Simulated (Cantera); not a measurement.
N2O furnace oxynitridation

An isothermal, constant-pressure homogeneous reactor starts with 100 % N₂O, at 1250 K and 750 Torr.

Cantera simulation using GRI-Mech 3.0 (53 species, 325 reactions); the numbers are that mechanism's predictions, not measurements. GRI-Mech 3.0 was tuned for natural gas; its chemistry of N2O as a main component is partial and can be far from experiment. The mechanism lacks the step 2 NO + O2 → 2 NO2, which can matter for NO2 below about 1400 K. The temperature is held fixed by assumption; the heat of reaction is taken as removed at once.

| t (s) | x N₂O | x NO | x O₂ | x N₂ | x NO₂ | x O |
|---|---|---|---|---|---|---|
| 2.00e-6 | 1.000 | 6.37e-8 | 2.21e-7 | 1.67e-6 | <1e-12 | 1.19e-6 |
| 1.43e-5 | 1.000 | 1.75e-6 | 6.06e-6 | 1.64e-5 | 1.29e-11 | 3.43e-6 |
| 0.000103 | 1.000 | 1.78e-5 | 6.18e-5 | 0.000136 | 1.33e-9 | 3.64e-6 |
| 0.000737 | 0.998 | 0.000133 | 0.000462 | 0.000994 | 7.22e-8 | 3.64e-6 |
| 0.00528 | 0.989 | 0.000950 | 0.00331 | 0.00710 | 3.00e-6 | 3.63e-6 |
| 0.0379 | 0.923 | 0.00641 | 0.0225 | 0.0484 | 5.38e-5 | 3.55e-6 |
| 0.271 | 0.595 | 0.0321 | 0.119 | 0.254 | 0.000320 | 2.97e-6 |
| 1.95 | 0.0805 | 0.0610 | 0.275 | 0.582 | 0.000642 | 8.83e-7 |
| 13.9 | 1.06e-5 | 0.0605 | 0.302 | 0.636 | 0.000970 | 3.84e-8 |
| 100 | 9.75e-7 | 0.0604 | 0.302 | 0.636 | 0.000969 | 3.83e-8 |
x: mole fraction; the columns are a selection and need not sum to one.

Equilibrium at this temperature and pressure: N₂O 2.06e-8, NO 0.000329, O₂ 0.333, N₂ 0.667, NO₂ 5.54e-6, O 4.02e-8 (gas phase only).
